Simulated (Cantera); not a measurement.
Input: 1 mol H₂S, 0.04 mol SO₂, 0.38 mol O₂, held at 10.0 mbar.

Method: chemical equilibrium by Gibbs-energy minimisation in Cantera with the NASA 1993 tables (ideal gas, pure condensed phases). Candidate condensed phases: H₂O, H₂SO₄, S; 34 gas species. Ions and electrons are included (thermal ionisation). Rates play no part.

At 2500 K, list the 7 most abundant gas species with their mole fractions, and the condensed phases.

H₂ 0.301, SO 0.170, H 0.138, S 0.115, H₂O 0.105, S₂ 0.0689, SO₂ 0.0630. Condensed: gas only.
